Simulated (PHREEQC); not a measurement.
Dissolve 0.07 mol HF, 5e-05 mol KF and 0.0012 mol H4SiO4 per kg of water at 5 °C. Closed to the air; pH follows from the charge balance.

The numbers come from PHREEQC with the ion-association model, phreeqc.dat.

Each row changes one thing in this solution. No solid was allowed to form.

| case | pH | ionic strength (mol/kgw) | HF (mol/kgw) | F- (mol/kgw) | HF2- (mol/kgw) | SI of Quartz (SiO2) |
|---|---|---|---|---|---|---|
| as made | 2.05 | 0.0111 | 0.0543 | 0.00637 | 0.00108 | -8.19 |
| KF from 5e-05 to 5.5e-05 mol/kgw | 2.05 | 0.0111 | 0.0543 | 0.00637 | 0.00108 | -8.19 |
| H4SiO4 replaced by H2SiF6 at the same molality | 2.02 | 0.0116 | 0.0607 | 0.00675 | 0.00128 | -8.44 |
| temperature from 5 to 80 °C | 2.27 | 0.00705 | 0.0587 | 0.00276 | 0.000694 | -3.40 |
| temperature from 5 to 30 °C | 2.12 | 0.00962 | 0.0557 | 0.00493 | 0.00109 | -6.59 |
| 0.0047 mol/kgw Li2SO4 added | 2.08 | 0.0233 | 0.0534 | 0.00706 | 0.00118 | -8.29 |
| HF from 0.07 to 0.007 mol/kgw | 2.67 | 0.00324 | 0.00107 | 0.000499 | 1.67e-6 | +0.76 |
| H4SiO4 from 0.0012 to 0.0006 mol/kgw | 2.07 | 0.00999 | 0.0570 | 0.00696 | 0.00124 | -8.65 |
| H4SiO4 from 0.0012 to 0.00012 mol/kgw | 2.08 | 0.00917 | 0.0592 | 0.00744 | 0.00137 | -9.47 |

Complexes and solids missing from the database can't appear. Some of these states are supersaturated (in Quartz (slow to form), Chalcedony (slow to form), for instance). Constants without temperature data keep their 25 °C values here. SiF6-2 is the database's only silicon fluoride.
